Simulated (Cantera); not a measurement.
An adiabatic, constant-pressure homogeneous reactor starts with 15.8 % CO, 2.21 % H2, 0.948 % CH4, 17.1 % O2, 64.0 % N2, equivalence ratio 0.64, at 1398 K and 0.330 bar.

Cantera simulation using GRI-Mech 3.0 (53 species, 325 reactions); the numbers are that mechanism's predictions, not measurements.

x: mole fraction; the columns are a selection and need not sum to one.

```
t (s)     T (K)        x CO        x H2    x CH4      x C2H6   x C2H      x CH2O
--------  -----  ----------  ----------  -------  ----------  ------  ----------
6.00e-6    1398       0.158      0.0221  0.00948      <1e-12  <1e-12    3.46e-11
2.23e-5    1398       0.158      0.0221  0.00948    1.39e-12  <1e-12     1.86e-9
8.28e-5    1398       0.158      0.0221  0.00944  (withheld)  <1e-12  (withheld)
0.000307   1747      0.0851     0.00394   <1e-12      <1e-12  <1e-12    3.44e-11
0.00114    2128      0.0670     0.00346   <1e-12      <1e-12  <1e-12    1.32e-11
0.00424    2442  (withheld)  (withheld)   <1e-12      <1e-12  <1e-12    8.71e-12
0.0158     2531      0.0389     0.00160   <1e-12      <1e-12  <1e-12    8.19e-12
0.0585     2526      0.0384     0.00159   <1e-12      <1e-12  <1e-12    8.06e-12
0.217      2526      0.0383     0.00159   <1e-12      <1e-12  <1e-12    8.06e-12
0.808      2526      0.0383     0.00159   <1e-12      <1e-12  <1e-12    8.06e-12
3.00       2526      0.0383     0.00159   <1e-12      <1e-12  <1e-12    8.06e-12
```

Q: What belongs in the gaps?

A: 
- 8.28e-5, x C2H6: 5.69e-8
- 8.28e-5, x CH2O: 1.40e-6
- 0.00424, x CO: 0.0473
- 0.00424, x H2: 0.00206
